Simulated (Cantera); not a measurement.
Feed: 1 mol MgO, 0.013 mol Br2, 0.24 mol O2, at 1273 K and 0.133 bar.

These are equilibrium values from Cantera (NASA tables, ideal gas, pure condensed phases), not measurements of a reactor. Candidate condensed phases: Br2, Mg, MgBr2, MgO; 10 gas species. Rates play no part.

Base state: O2 0.932, Br 0.0358, Br2 0.0326 (mole fractions); condensed: MgO(s).

Q: What changes in the equilibrium state with this change: pressure from 0.133 bar to 1 atm?

A: 
| species | before | after |
|---|---|---|
| O2 | 0.932 | 0.941 |
| Br2 | 0.0326 | 0.0435 |
| Br | 0.0358 | 0.0150 |
| MgO(s), mol | 1.000 | 1.000 |
